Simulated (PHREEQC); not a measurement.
4 g of hydrous ferric oxide (600 m²/g; 0.2 weak and 0.005 strong sites per Fe, Dzombak-Morel constants, diffuse double layer) in 1 kg of water with 0.005 mol/kgw of an inert sodium salt and 1 mmol/kgw MnCl2, at 25 °C; the pH is set by adding NaOH or the inert anion's acid. No oxygen is let in. CO2 from the air is kept out. Precipitation was switched off in this run.

The numbers come from PHREEQC with the ion-association model, wateq4f.dat.

Q: Predict Mn sorbed (%), surface charge σ (C/m²), surface potential ψ (mV) at pH = 4.5, 7, 7.5, 11.5.

A: 
| pH | Mn sorbed (%) | surface charge σ (C/m²) | surface potential ψ (mV) |
|---|---|---|---|
| 4.5 | 0.1 | 0.160 | 170 |
| 7 | 61.8 | 0.017 | 68 |
| 7.5 | 91.1 | 0.010 | 45 |
| 11.5 | 100.0 | -0.122 | -151 |
